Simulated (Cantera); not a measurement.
An adiabatic, constant-volume homogeneous reactor starts with CH4 : O2 : N2 = 1 : 1.43 : 5.37 (molar parts), equivalence ratio 1.4, at 1475 K and 195 Torr. Integrator tolerance rtol = 1e-08.

Detailed kinetics in Cantera: GRI-Mech 3.0 (53 species, 325 reactions).

| quantity | before | after |
|---|---|---|
| time of steepest temperature rise | 4.57 ms | 3.54 ms |
| temperature at 7.00 s | 2801 K | 2574 K |
| equilibrium temperature | 2801 K | 2574 K |
| x(CH4) at 7.00 s | <1e-12 (gas-phase equilibrium <1e-12) | <1e-12 (gas-phase equilibrium <1e-12) |
| x(O2) at 7.00 s | 0.00501 (gas-phase equilibrium 0.00501) | 0.0763 (gas-phase equilibrium 0.0763) |
| x(O) at 7.00 s | 0.00524 (gas-phase equilibrium 0.00524) | 0.00842 (gas-phase equilibrium 0.00842) |
| x(C2H4) at 7.00 s | <1e-12 (gas-phase equilibrium <1e-12) | <1e-12 (gas-phase equilibrium <1e-12) |
| x(HCN) at 7.00 s | 7.93e-9 (gas-phase equilibrium 7.93e-9) | 3.04e-11 (gas-phase equilibrium 3.04e-11) |
| x(H2O2) at 7.00 s | 9.64e-8 (gas-phase equilibrium 9.64e-8) | 1.50e-7 (gas-phase equilibrium 1.50e-7) |

### Question
Name the change that produced these shifts.
A. CH4 1 to 0.34 parts
B. initial temperature 1475 to 1225 K
C. CH4 1 to 0.41 parts
D. pressure from 195 Torr to 14300 Torr

### Answer
C, CH4 1 to 0.41 parts
